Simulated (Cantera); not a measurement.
An adiabatic, constant-volume homogeneous reactor starts with CH₄ : C₂H₆ : C₃H₈ : O₂ : N₂ : H₂O = 1 : 0.23 : 0.091 : 3.88 : 14.6 : 4 (molar parts), equivalence ratio 0.84, at 1625 K and 500000 Pa.

Computed with Cantera and GRI-Mech 3.0 (53 species, 325 reactions).

Task: Predict: time of steepest temperature rise; temperature at 0.200 s; equilibrium temperature; x(OH) at 0.200 s.

Result: 
```json
{
 "time_of_steepest_temperature_rise": "17.6 µs",
 "temperature at 0.200 s": "2818 K",
 "equilibrium_temperature": "2818 K",
 "x(OH) at 0.200 s": "0.0199 (gas-phase equilibrium 0.0199)"
}
```
